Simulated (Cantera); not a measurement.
A closed system holds: 1 mol SiH4, a varied amount of NH3, equilibrated at 1073 K and 7.50 Torr.

Equilibrium computed with Cantera from the NASA thermochemical tables; the gas is ideal and each condensed phase is pure. Candidate condensed phases: Si, Si3N4; 18 gas species. Mutual solubility and eutectic melting of coexisting phases are not modelled. Kinetics and transport are ignored.

### Question
Which condensed phases are stable at each of these points (n(NH3) (mol)): 0.16, 0.22, 0.31, 0.42, 0.58, 0.81, 1.1, 1.5, 2.1, 2.9, 4, 5.5?

### Answer
```
n(NH3) (mol)  condensed phases  Si condensed (%)
------------  ----------------  ----------------
0.16          Si(s) + Si3N4(s)             100.0
0.22          Si(s) + Si3N4(s)             100.0
0.31          Si(s) + Si3N4(s)             100.0
0.42          Si(s) + Si3N4(s)             100.0
0.58          Si(s) + Si3N4(s)             100.0
0.81          Si(s) + Si3N4(s)             100.0
1.1           Si(s) + Si3N4(s)             100.0
1.5                   Si3N4(s)             100.0
2.1                   Si3N4(s)             100.0
2.9                   Si3N4(s)             100.0
4                     Si3N4(s)             100.0
5.5                   Si3N4(s)             100.0
```

From 0.16 mol NH3 to 1.1 mol NH3 the condensed part is Si(s) + Si3N4(s). From 1.5 mol NH3 to 5.5 mol NH3 the condensed part is Si3N4(s).
